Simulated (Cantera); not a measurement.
A perfectly stirred reactor is fed with 0.813 % H₂, 99.2 % O₂, at 0.0140 bar; it is held at 1375 K, and followed from long to short residence time.

Cantera simulation using GRI-Mech 3.0 (53 species, 325 reactions); the numbers are that mechanism's predictions, not measurements. Radical loss at walls, strong at low pressure, is not modelled.

Problem. Predict: x(H₂) at τ = 1.40 s; x(O₂) at τ = 1.40 s; x(OH) at τ = 1.40 s; x(O) at τ = 1.40 s; x(H) at τ = 1.40 s; x(H₂) at τ = 43.0 ms; x(O₂) at τ = 43.0 ms; x(OH) at τ = 43.0 ms; x(O) at τ = 43.0 ms; x(H) at τ = 43.0 ms.

Solution. 
| Quantity | Value |
|---|---|
| x(H₂) at τ = 1.40 s | 1.91e-5 |
| x(O₂) at τ = 1.40 s | 0.989 |
| x(OH) at τ = 1.40 s | 0.000620 |
| x(O) at τ = 1.40 s | 0.00247 |
| x(H) at τ = 1.40 s | 4.14e-5 |
| x(H₂) at τ = 43.0 ms | 0.000165 |
| x(O₂) at τ = 43.0 ms | 0.985 |
| x(OH) at τ = 43.0 ms | 0.00111 |
| x(O) at τ = 43.0 ms | 0.00636 |
| x(H) at τ = 43.0 ms | 0.000195 |
